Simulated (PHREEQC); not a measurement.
Solution (71 °C): 15 mmol/kgw NaHCO3 and 2 mmol/kgw KOH. Closed to the air; pH follows from the charge balance.

The numbers come from PHREEQC with the ion-association model, phreeqc.dat.

The ionic strength comes out as 0.0168 mol/kgw. What activity coefficients do K+, Na+, CO3-2, OH-, NaCO3- get?

K+ 0.86, Na+ 0.87, CO3-2 0.58, OH- 0.86, NaCO3- 0.87.

This is a speciation only: nothing precipitates in the calculation. Complexes and solids missing from the database can't appear. Away from 25 °C the constants follow the database's enthalpies or fits; those with neither stay at their 25 °C values.
